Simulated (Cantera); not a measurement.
Mixture: H2 : O2 : N2 = 1 : 0.333 : 1.25 (molar parts), at 32.0 bar, adiabatic and at constant pressure. Ignition delay is the time to a rise of 400 K.

Model: the H2/O2 subset of GRI-Mech 3.0, which has no nitrogen chemistry, integrated in Cantera. The hydrogen kinetics of GRI-Mech 3.0 are dated; newer H2 mechanisms differ, most at raised pressure. The pressure lies above the range GRI-Mech 3.0 was tuned for (to about 10 atm).

### Question
What does this change do: constant volume in place of constant pressure?

### Answer
```json
[
 {"quantity": "delay at 1275 K", "before": "27.8 µs", "after": "26.4 µs"},
 {"quantity": "delay at 1325 K", "before": "12.1 µs", "after": "11.6 µs"},
 {"quantity": "delay at 1375 K", "before": "5.01 µs", "after": "4.84 µs"},
 {"quantity": "delay at 1425 K", "before": "2.08 µs", "after": "2.01 µs"},
 {"quantity": "delay at 1475 K", "before": "1.04 µs", "after": "0.997 µs"},
 {"quantity": "delay at 1525 K", "before": "0.656 µs", "after": "0.628 µs"},
 {"quantity": "delay at 1575 K", "before": "0.475 µs", "after": "0.454 µs"},
 {"quantity": "apparent activation energy between 1475 and 1575 K", "before": "150 kJ/mol", "after": "150 kJ/mol"}
]
```

### Question
What does this change do: pressure from 32.0 bar to 35.0 bar?

### Answer
| quantity | before | after |
|---|---|---|
| delay at 1275 K | 27.8 µs | 27.9 µs |
| delay at 1325 K | 12.1 µs | 12.5 µs |
| delay at 1375 K | 5.01 µs | 5.41 µs |
| delay at 1425 K | 2.08 µs | 2.30 µs |
| delay at 1475 K | 1.04 µs | 1.09 µs |
| delay at 1525 K | 0.656 µs | 0.654 µs |
| delay at 1575 K | 0.475 µs | 0.459 µs |
| apparent activation energy between 1475 and 1575 K | 150 kJ/mol | 170 kJ/mol |
